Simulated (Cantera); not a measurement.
Charge: 1 mol Ta2O5, 2.6 mol CO, at 2.60 bar.

Cantera equilibrium calculation (NASA polynomials, part measured and part estimated; ideal gas, pure solids and liquids). Candidate condensed phases: C, Ta, TaC, Ta2O5; 15 gas species. Mutual solubility and eutectic melting of coexisting phases are not modelled. TaC: taken at fixed stoichiometry. Condensed phases not in the tables: Ta2C. Equilibrium is a limit: real reactors are often held back by kinetics, nucleation or transport.

log p: log10 of the partial pressure in bar; n: condensed amount in mol.

```tsv
T (K)	log p CO	log p CO2	log p TaO2	n C(graphite)	n Ta2O5(s)	n TaC(s)
875	-0.35	0.33	<-11	1.18	1.00	0
950	-0.01	0.21	<-11	0.997	1.00	0
1025	?	?	<-11	?	1.00	0
1100	0.34	-0.38	<-11	0.361	1.00	0
1175	0.39	-0.79	<-11	0.152	1.00	0
1250	0.40	-1.21	<-11	0.0605	1.00	0
1325	0.41	?	<-11	?	1.00	0
1400	0.41	-1.94	<-11	0.0114	1.00	0
1475	0.41	-2.15	<-11	0	0.999	0.00202
1550	0.41	-2.15	-11.28	0	0.999	0.00201
1625	0.41	-2.15	-10.27	0	0.999	0.00200
1700	0.41	-2.16	-9.35	0	0.999	0.00199
1775	0.41	-2.16	-8.51	0	0.999	0.00198
1850	0.41	-2.16	-7.75	0	0.999	0.00198
```

What belongs in the gaps?


- 1325, log p CO2: -1.59
- 1325, n C(graphite): 0.0253
- 1025, log p CO: 0.22
- 1025, log p CO2: -0.03
- 1025, n C(graphite): 0.692
